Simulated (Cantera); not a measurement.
Standard-state values (1 bar) from the NASA 1993 polynomials, evaluated with Cantera. Values are per mole of reaction as written; species without (g) are pure solids or liquids, kept so even where they would boil at 1 bar.

BN + NF3(g) + 6 H(g) ⇌ BF3(g) + 2 NH3(g)

| T (K) | ΔH° (kJ) | ΔS° (J/K) | ΔG° (kJ) | log10 K |
|---|---|---|---|---|
| 748 | -2186.9 | -394.0 | -1892.2 | 132.13 |
| 773 | -2188.6 | -396.3 | -1882.3 | 127.19 |
| 798 | -2190.3 | -398.5 | -1872.3 | 122.56 |
| 823 | (withheld) | (withheld) | (withheld) | (withheld) |
| 848 | -2193.7 | -402.6 | -1852.3 | 114.09 |
| 873 | (withheld) | (withheld) | (withheld) | (withheld) |
| 898 | (withheld) | (withheld) | (withheld) | (withheld) |
| 923 | -2198.5 | -408.1 | -1821.9 | 103.10 |
| 948 | (withheld) | (withheld) | (withheld) | (withheld) |
| 973 | -2201.7 | -411.4 | -1801.4 | 96.71 |
| 998 | -2203.2 | -412.9 | -1791.1 | 93.74 |

### Question
What belongs in the gaps?

### Answer

- 823, ΔH° (kJ): -2192.0
- 823, ΔS° (J/K): -400.6
- 823, ΔG° (kJ): -1862.3
- 823, log10 K: 118.20
- 873, ΔH° (kJ): -2195.3
- 873, ΔS° (J/K): -404.5
- 873, ΔG° (kJ): -1842.2
- 873, log10 K: 110.22
- 898, ΔH° (kJ): -2196.9
- 898, ΔS° (J/K): -406.3
- 898, ΔG° (kJ): -1832.1
- 898, log10 K: 106.57
- 948, ΔH° (kJ): -2200.1
- 948, ΔS° (J/K): -409.7
- 948, ΔG° (kJ): -1811.7
- 948, log10 K: 99.82
